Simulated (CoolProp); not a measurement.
Normal hydrogen along the isotherm 72.4 K: density (kg/m³) from the reference equation and from simpler models built on Tc = 33.1 K, pc = 1.296 MPa, ω = -0.219; each cubic takes its own stable root.

Computed with CoolProp (reference Helmholtz-energy equation of state, Leachman 2009).

```tsv
p (MPa)	phase	reference
0.81	gas	2.759
1.62	supercritical	5.607
2.43	supercritical	8.524
3.24	supercritical	11.49
4.05	supercritical	14.46
4.86	supercritical	17.41
5.67	supercritical	20.30
6.48	supercritical	23.10
```

Q: How far does each simpler model (ideal gas, van der Waals, Redlich-Kwong, Soave-Redlich-Kwong, Peng-Robinson) lie from the reference over these 8 states: mean and median of the absolute difference, and the worst?

A: 
- ideal gas: mean 5.0 %, median 5.8 %, worst -6.5 % at 72.4 K and 4.86 MPa
- van der Waals: mean 0.7 %, median 0.3 %, worst -2.5 % at 72.4 K and 6.48 MPa
- Redlich-Kwong: mean 3.2 %, median 3.3 %, worst -5.6 % at 72.4 K and 6.48 MPa
- Soave-Redlich-Kwong: mean 1.7 %, median 1.9 %, worst +2.1 % at 72.4 K and 4.86 MPa
- Peng-Robinson: mean 6.0 %, median 6.6 %, worst +8.7 % at 72.4 K and 6.48 MPa
